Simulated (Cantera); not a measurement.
What does this Cantera script print?

```python
import numpy as np
import cantera as ct

gas_names = """
    H HO2 H2 H2O H2O2 Hg O OH O2 O3
""".split()
cond_names = """
    H2O(s) H2O(L) Hg(cr) Hg(L) HgO(s)
""".split()


# ... load() reads the species with a 1 bar reference pressure and builds the phases ...
atoms = {
    'HgO': {'Hg': 1, 'O': 1},
    'O2': {'O': 2},
    'H2': {'H': 2},
}
top_T = {}  # K; cautious upper limits of use, not melting points


# ... equilibrate(T, P, feed) seeds the gas with the atoms and calls Mixture.equilibrate('TP', solver="vcs", rtol=1e-11, max_steps=5000) ...
results = []
T = 1125  # K
P = 10000  # Pa
for m in [0.57, 0.85, 1.3, 1.9, 2.8, 4.2, 6.2, 9.2, 14, 20, 30, 45]:
    feed = {'HgO': 1, 'O2': 3, 'H2': m}  # mol
    mix = equilibrate(T, P, feed)
    results.append((T, P, feed, dict(zip(mix.species_names, mix.species_moles))))
    x = sorted(zip(gas.X, gas.species_names), reverse=True)
    print(f"T = {T:g} K  P = {P:g} Pa  n(H2) = {m:g} mol  gas = {mix.phase_moles(0):.4g} mol")
    print("   x: " + "  ".join(f"{s} {v:.3e}" for v, s in x if v > 1e-06))
    print("   condensed (mol): " + ("  ".join(f"{mix.phase(i).name} {mix.phase_moles(i):.4g}"
          for i in range(1, mix.n_phases) if mix.phase_moles(i) > 1e-12) or "none"))
```

It prints:

```
T = 1125 K  P = 10000 Pa  n(H2) = 0.57 mol  gas = 4.785 mol
   x: O2 6.719e-01  Hg 2.090e-01  H2O 1.191e-01  OH 2.620e-06
   condensed (mol): none
T = 1125 K  P = 10000 Pa  n(H2) = 0.85 mol  gas = 4.925 mol
   x: O2 6.244e-01  Hg 2.030e-01  H2O 1.726e-01  OH 3.096e-06
   condensed (mol): none
T = 1125 K  P = 10000 Pa  n(H2) = 1.3 mol  gas = 5.15 mol
   x: O2 5.534e-01  H2O 2.524e-01  Hg 1.942e-01  OH 3.633e-06
   condensed (mol): none
T = 1125 K  P = 10000 Pa  n(H2) = 1.9 mol  gas = 5.45 mol
   x: O2 4.679e-01  H2O 3.486e-01  Hg 1.835e-01  OH 4.094e-06
   condensed (mol): none
T = 1125 K  P = 10000 Pa  n(H2) = 2.8 mol  gas = 5.9 mol
   x: H2O 4.746e-01  O2 3.559e-01  Hg 1.695e-01  OH 4.461e-06
   condensed (mol): none
T = 1125 K  P = 10000 Pa  n(H2) = 4.2 mol  gas = 6.6 mol
   x: H2O 6.364e-01  O2 2.121e-01  Hg 1.515e-01  OH 4.539e-06
   condensed (mol): none
T = 1125 K  P = 10000 Pa  n(H2) = 6.2 mol  gas = 7.6 mol
   x: H2O 8.158e-01  Hg 1.316e-01  O2 5.263e-02  OH 3.627e-06
   condensed (mol): none
T = 1125 K  P = 10000 Pa  n(H2) = 9.2 mol  gas = 10.2 mol
   x: H2O 6.863e-01  H2 2.157e-01  Hg 9.804e-02
   condensed (mol): none
T = 1125 K  P = 10000 Pa  n(H2) = 14 mol  gas = 15 mol
   x: H2O 4.667e-01  H2 4.667e-01  Hg 6.667e-02
   condensed (mol): none
T = 1125 K  P = 10000 Pa  n(H2) = 20 mol  gas = 21 mol
   x: H2 6.190e-01  H2O 3.333e-01  Hg 4.762e-02
   condensed (mol): none
T = 1125 K  P = 10000 Pa  n(H2) = 30 mol  gas = 31 mol
   x: H2 7.419e-01  H2O 2.258e-01  Hg 3.226e-02
   condensed (mol): none
T = 1125 K  P = 10000 Pa  n(H2) = 45 mol  gas = 46 mol
   x: H2 8.261e-01  H2O 1.522e-01  Hg 2.174e-02
   condensed (mol): none
```

Cantera equilibrium calculation (NASA polynomials, part measured and part estimated; ideal gas, pure solids and liquids).
